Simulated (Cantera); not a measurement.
# Adiabatic ignition

An adiabatic, constant-pressure homogeneous reactor starts with H2 : O2 : N2 : NO = 1 : 0.294 : 1.11 : 0.008 (molar parts), at 1750 K and 2550 Torr.

Detailed kinetics in Cantera: GRI-Mech 3.0 (53 species, 325 reactions). The hydrogen kinetics of GRI-Mech 3.0 are dated; newer H2 mechanisms differ, most at raised pressure. Above 3000 K some thermodynamic fits are extrapolated.

```
t (s)     T (K)   x H2     x O2     x NO    x OH    x HO2     x H
--------  -----  -----  -------  -------  ------  -------  ------
2.00e-6    1900  0.242   0.0521  0.00333  0.0117  6.83e-5  0.0977
9.71e-6    2780  0.175  0.00298  0.00359  0.0236  3.85e-6  0.0656
4.72e-5    3028  0.182  0.00133  0.00353  0.0185  2.14e-6  0.0405
0.000229   3031  0.182  0.00134  0.00323  0.0185  2.14e-6  0.0404
0.00111    3031  0.182  0.00134  0.00319  0.0185  2.15e-6  0.0405
0.00540    3031  0.182  0.00134  0.00319  0.0185  2.15e-6  0.0405
0.0262     3031  0.182  0.00134  0.00319  0.0185  2.15e-6  0.0405
0.127      3031  0.182  0.00134  0.00319  0.0185  2.15e-6  0.0405
0.618      3031  0.182  0.00134  0.00319  0.0185  2.15e-6  0.0405
3.00       3031  0.182  0.00134  0.00319  0.0185  2.15e-6  0.0405
```
x: mole fraction; the columns are a selection and need not sum to one.

```yaml
time_of_steepest_temperature_rise: 2.04 µs
temperature at 3.00 s: 3031 K
equilibrium_temperature: 3031 K
x(H2) at 3.00 s: 0.182 (gas-phase equilibrium 0.182)
x(O2) at 3.00 s: 0.00134 (gas-phase equilibrium 0.00134)
x(NO) at 3.00 s: 0.00319 (gas-phase equilibrium 0.00319)
```
